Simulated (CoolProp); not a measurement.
Vapour pressure (MPa) of n-nonane: the reference equation beside estimates from Tc = 321.4 °C, pc = 2.282 MPa, ω = 0.443. Clausius-Clapeyron is anchored at 60.05 °C with a constant enthalpy of vaporisation of 43.96 kJ/mol.

The numbers come from the reference Helmholtz-energy equation of state, Lemmon 2006 in CoolProp. It is a short technical equation, of lower accuracy than the large ones.

```csv
T (°C),reference,Lee-Kesler,Clausius-Clapeyron,van der Waals,Soave-Redlich-Kwong
-3.55,7.591e-5,7.322e-5,9.445e-5,0.03173,7.517e-5
5.55,0.0001534,0.0001474,?,0.04043,0.0001511
14.65,0.0002939,0.0002817,0.0003264,0.05076,?
23.75,0.0005364,?,?,?,0.0005251
32.75,0.0009319,0.0008935,0.0009678,0.07677,0.0009110
41.85,0.001566,0.001505,0.001595,0.09292,0.001531
50.95,0.002540,0.002447,0.002554,?,0.002484
60.05,0.003988,0.003855,0.003988,0.1322,0.003904
69.15,0.006079,0.005900,0.006080,0.1555,0.005960
78.25,0.009021,0.008791,0.009071,0.1816,0.008861
87.35,0.01306,0.01278,0.01326,0.2106,0.01286
96.35,0.01842,0.01810,0.01895,0.2421,0.01818
105.45,0.02556,0.02522,0.02673,0.2771,0.02528
114.55,0.03479,?,?,0.3154,0.03450
```

Question: Fill in the missing entries.

Answer: 
- 5.55, Clausius-Clapeyron: 0.0001792
- 14.65, Soave-Redlich-Kwong: 0.0002883
- 23.75, Lee-Kesler: 0.0005139
- 23.75, Clausius-Clapeyron: 0.0005732
- 23.75, van der Waals: 0.06287
- 50.95, van der Waals: 0.1113
- 114.55, Lee-Kesler: 0.03446
- 114.55, Clausius-Clapeyron: 0.03710

Absolute difference from the reference over all 14 rows, mean and median: Lee-Kesler 3.0 and 3.4 %, Clausius-Clapeyron 5.8 and 3.4 %, van der Waals 9078.9 and 3748.4 %, Soave-Redlich-Kwong 1.7 and 1.8 %.
